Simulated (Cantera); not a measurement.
Adiabatic ignition

An adiabatic, constant-pressure homogeneous reactor starts with 3.19 % CO, 0.447 % H2, 2.68 % CH4, 17.1 % O2, 64.1 % N2, 12.4 % CO2, equivalence ratio 0.42, at 1598 K and 11.0 bar.

Detailed kinetics in Cantera: GRI-Mech 3.0 (53 species, 325 reactions).

| t (s) | T (K) | x CO | x H2 | x CH4 | x NO | x C2H2 |
|---|---|---|---|---|---|---|
| 5.00e-6 | 1598 | 0.0319 | 0.00446 | 0.0268 | <1e-12 | 5.39e-12 |
| 1.06e-5 | 1598 | 0.0319 | 0.00444 | 0.0266 | 3.30e-12 | 5.03e-10 |
| 2.25e-5 | 1607 | 0.0320 | 0.00440 | 0.0249 | 6.61e-11 | 2.42e-7 |
| 4.78e-5 | 2203 | 0.0185 | 0.000689 | <1e-12 | 1.45e-5 | <1e-12 |
| 0.000101 | 2335 | 0.00326 | 0.000164 | <1e-12 | 5.92e-5 | <1e-12 |
| 0.000215 | 2341 | 0.00262 | 0.000143 | <1e-12 | 0.000117 | <1e-12 |
| 0.000457 | 2340 | 0.00261 | 0.000143 | <1e-12 | 0.000237 | <1e-12 |
| 0.000971 | 2340 | 0.00261 | 0.000142 | <1e-12 | 0.000489 | <1e-12 |
| 0.00206 | 2339 | 0.00259 | 0.000142 | <1e-12 | 0.00101 | <1e-12 |
| 0.00437 | 2337 | 0.00257 | 0.000141 | <1e-12 | 0.00204 | <1e-12 |
| 0.00928 | 2334 | 0.00253 | 0.000139 | <1e-12 | 0.00393 | <1e-12 |
| 0.0197 | 2328 | 0.00247 | 0.000136 | <1e-12 | 0.00668 | <1e-12 |
| 0.0418 | 2324 | 0.00242 | 0.000133 | <1e-12 | 0.00915 | <1e-12 |
| 0.0888 | 2322 | 0.00240 | 0.000132 | <1e-12 | 0.0100 | <1e-12 |
| 0.188 | 2322 | 0.00239 | 0.000132 | <1e-12 | 0.0101 | <1e-12 |
| 0.400 | 2322 | 0.00239 | 0.000132 | <1e-12 | 0.0101 | <1e-12 |
x: mole fraction; the columns are a selection and need not sum to one.

```
Property                                                               Value
---------------------------------  -----------------------------------------
time of steepest temperature rise                                    38.1 µs
temperature at 0.400 s                                                2322 K
equilibrium temperature                                               2322 K
x(CO) at 0.400 s                     0.00239 (gas-phase equilibrium 0.00239)
x(H2) at 0.400 s                   0.000132 (gas-phase equilibrium 0.000132)
x(CH4) at 0.400 s                      <1e-12 (gas-phase equilibrium <1e-12)
```
